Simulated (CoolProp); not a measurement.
Isohexane at 407.06 K and 0.051 MPa is compressed adiabatically to 0.367 MPa with isentropic efficiency 0.75. Each further row changes one setting.

Values from CoolProp's reference Helmholtz-energy equation of state, Lemmon 2006. It is a short technical equation, of lower accuracy than the large ones.

| case | work (kJ/kg) | final temperature (K) | final density (kg/m³) |
|---|---|---|---|
| as stated | 105 | 456.5 | 8.85 |
| efficiency 1 | 78.6 | 445.6 | 9.12 |
| efficiency 0.65 | 121 | 463.1 | 8.70 |
